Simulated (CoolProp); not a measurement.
Model: reference Helmholtz-energy equation of state, Smukala 2000, in CoolProp.

Question: Give the vapour pressure (bar), liquid density (kg/m³), enthalpy of vaporisation (kJ/kg), vapour Z of saturated ethylene at -91.95, -48.65 °C.

Answer: 
| T (°C) | p (bar) | liquid density (kg/m³) | enthalpy of vaporisation (kJ/kg) | vapour Z |
|---|---|---|---|---|
| -91.95 | 1.93 | 550 | 465 | 0.948 |
| -48.65 | 11.1 | 478 | 380 | 0.823 |
